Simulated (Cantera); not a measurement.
Equilibrium for fluorocarbon and chlorocarbon gases: C2F6 + CH4

A closed system holds: 1 mol C2F6, 0.016 mol CH4, equilibrated at 17.0 mbar.

Cantera equilibrium calculation (NASA polynomials, part measured and part estimated; ideal gas, pure solids and liquids). Candidate condensed phases: C, C6H6, C7H8, C8H18; 110 gas species. Ions and electrons are included (thermal ionisation). The feed counts by its element totals alone. Kinetics and transport are ignored.

At 3000 K the condensed part is C(graphite). From 3250 K to 5000 K nothing is condensed. The main C-bearing gas is CF at 3000 K and C at 5000 K.

```json
[
 {"T (K)": "3000", "x F": "0.805", "x C": "0.00298", "x CF": "0.0932", "x CF2": "0.0667", "x C3": "0.0184", "x C2": "0.00186", "x HF": "0.0110", "n C(graphite)": "0.729"},
 {"T (K)": "3250", "x F": "0.800", "x C": "0.0170", "x CF": "0.0947", "x CF2": "0.0134", "x C3": "0.0548", "x C2": "0.00919", "x HF": "0.00926", "n C(graphite)": "0"},
 {"T (K)": "3500", "x F": "0.805", "x C": "0.0523", "x CF": "0.0670", "x CF2": "0.00238", "x C3": "0.0462", "x C2": "0.0173", "x HF": "0.00700", "n C(graphite)": "0"},
 {"T (K)": "3750", "x F": "0.784", "x C": "0.119", "x CF": "0.0411", "x CF2": "0.000429", "x C3": "0.0249", "x C2": "0.0218", "x HF": "0.00370", "n C(graphite)": "0"},
 {"T (K)": "4000", "x F": "0.759", "x C": "0.189", "x CF": "0.0206", "x CF2": "7.28e-5", "x C3": "0.00681", "x C2": "0.0162", "x HF": "0.00144", "n C(graphite)": "0"},
 {"T (K)": "4250", "x F": "0.748", "x C": "0.226", "x CF": "0.00901", "x CF2": "1.24e-5", "x C3": "0.00109", "x C2": "0.00786", "x HF": "0.000538", "n C(graphite)": "0"},
 {"T (K)": "4500", "x F": "0.744", "x C": "0.240", "x CF": "0.00393", "x CF2": "2.37e-6", "x C3": "0.000157", "x C2": "0.00338", "x HF": "0.000214", "n C(graphite)": "0"},
 {"T (K)": "4750", "x F": "0.743", "x C": "0.245", "x CF": "0.00181", "x CF2": "5.23e-7", "x C3": "2.53e-5", "x C2": "0.00148", "x HF": "9.28e-5", "n C(graphite)": "0"},
 {"T (K)": "5000", "x F": "0.743", "x C": "0.247", "x CF": "0.000894", "x CF2": "1.33e-7", "x C3": "4.74e-6", "x C2": "0.000693", "x HF": "4.34e-5", "n C(graphite)": "0"}
]
```
x: gas mole fraction; n: condensed amount in mol.
